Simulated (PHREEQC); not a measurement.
0.1 mol of Gypsum (CaSO4:2H2O) is brought to equilibrium with 1 kg of water holding 0.044 mol LiCl, at 25 °C under several pressures of CO2. Oxygen is held at 0.21 atm. Only these solids could form: Gypsum, Calcite.

Computed with PHREEQC (ion-association model, phreeqc.dat).

| log pCO2 (atm) | pH | dissolved Ca (mol/kgw) | dissolved S (mol/kgw) | CO2 (mol/kgw) |
|---|---|---|---|---|
| -5 | 6.46 | 0.0184 | 0.0184 | 3.33e-7 |
| -4.5 | 6.22 | 0.0184 | 0.0184 | 1.05e-6 |
| -4 | 5.98 | 0.0184 | 0.0184 | 3.33e-6 |
| -3.5 | 5.73 | 0.0184 | 0.0184 | 1.05e-5 |
| -3 | 5.48 | 0.0184 | 0.0184 | 3.33e-5 |
| -2.5 | 5.23 | 0.0184 | 0.0184 | 0.000105 |
| -2 | 4.98 | 0.0184 | 0.0184 | 0.000333 |
| -1.5 | 4.73 | 0.0184 | 0.0184 | 0.00105 |
| -1 | 4.48 | 0.0184 | 0.0184 | 0.00333 |
| -0.5 | 4.23 | 0.0184 | 0.0184 | 0.0105 |
| 0 | 3.98 | 0.0185 | 0.0185 | 0.0331 |
